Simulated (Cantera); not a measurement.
A Cantera script and what it prints.

```python
import numpy as np
import cantera as ct

gas_names = """
    H HO2 H2 H2O H2O2 O OH O2 O3 Ta TaO TaO2
""".split()
cond_names = """
    H2O(s) H2O(L) Ta(cr) Ta(L) Ta2O5(s) Ta2O5(L)
""".split()


# ... load() reads the species with a 1 bar reference pressure and builds the phases ...
atoms = {
    'Ta2O5': {'Ta': 2, 'O': 5},
    'H2': {'H': 2},
}
top_T = {}  # K; cautious upper limits of use, not melting points


# ... equilibrate(T, P, feed) seeds the gas with the atoms and calls Mixture.equilibrate('TP', solver="vcs", rtol=1e-11, max_steps=5000) ...
results = []
feed = {'Ta2O5': 1, 'H2': 480}  # mol
T = 1675  # K
P = 1333.22  # Pa
mix = equilibrate(T, P, feed)
results.append((T, P, feed, dict(zip(mix.species_names, mix.species_moles))))
x = sorted(zip(gas.X, gas.species_names), reverse=True)
print(f"T = {T:g} K  P = {P:g} Pa  gas = {mix.phase_moles(0):.4g} mol")
print("   x: " + "  ".join(f"{s} {v:.3e}" for v, s in x if v > 0.0001))
print("   condensed (mol): " + ("  ".join(f"{mix.phase(i).name} {mix.phase_moles(i):.4g}"
      for i in range(1, mix.n_phases) if mix.phase_moles(i) > 1e-12) or "none"))
```

Result:

```
T = 1675 K  P = 1333.22 Pa  gas = 480.2 mol
   x: H2 9.987e-01  H 1.005e-03  H2O 3.288e-04
   condensed (mol): Ta(cr) 0.06315  Ta2O5(s) 0.9684
```

Equilibrium computed with Cantera from the NASA thermochemical tables; the gas is ideal and each condensed phase is pure. Mutual solubility and eutectic melting of coexisting phases are not modelled. Condensed phases not in the tables: N, O or C dissolved in the metal.
